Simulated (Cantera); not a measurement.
What does this Cantera script print?

```python
import numpy as np
import cantera as ct

gas_names = """
    B BCL BCL2 BCL3 BH BH2 BH3 BN B2 CL CL2 H HCL H2 N NH NH2 NH3 N2 N2H2 N2H4
""".split()
cond_names = """
    B(b) B(L) BN(s) NH4CL(a) NH4CL(b)
""".split()


# ... load() reads the species with a 1 bar reference pressure and builds the phases ...
atoms = {
    'BCl3': {'B': 1, 'CL': 3},
    'H2': {'H': 2},
    'N2': {'N': 2},
}
top_T = {'BN(s)': 3200}  # K; cautious upper limits of use, not melting points


# ... equilibrate(T, P, feed) seeds the gas with the atoms and calls Mixture.equilibrate('TP', solver="vcs", rtol=1e-11, max_steps=5000) ...
results = []
feed = {'BCl3': 1, 'H2': 2, 'N2': 0.75}  # mol
T = 1450  # K
P = 1333.22  # Pa
mix = equilibrate(T, P, feed)
results.append((T, P, feed, dict(zip(mix.species_names, mix.species_moles))))
x = sorted(zip(gas.X, gas.species_names), reverse=True)
print(f"T = {T:g} K  P = {P:g} Pa  gas = {mix.phase_moles(0):.4g} mol")
print("   x: " + "  ".join(f"{s} {v:.3e}" for v, s in x if v > 0.001))
print("   condensed (mol): " + ("  ".join(f"{mix.phase(i).name} {mix.phase_moles(i):.4g}"
      for i in range(1, mix.n_phases) if mix.phase_moles(i) > 1e-12) or "none"))
```

Output:

```
T = 1450 K  P = 1333.22 Pa  gas = 3.75 mol
   x: HCL 7.817e-01  H2 1.424e-01  N2 6.967e-02  BCL3 5.996e-03
   condensed (mol): BN(s) 0.9774
```

These are equilibrium values from Cantera (NASA tables, ideal gas, pure condensed phases), not measurements of a reactor. N2 is the only nitrogen source here; it is nearly inert below about 1500 K, so the nitride shown seldom forms there in practice. The tables' values for BCl2 are old estimates; treat these amounts as uncertain. Gases not in the tables: BHCl2.
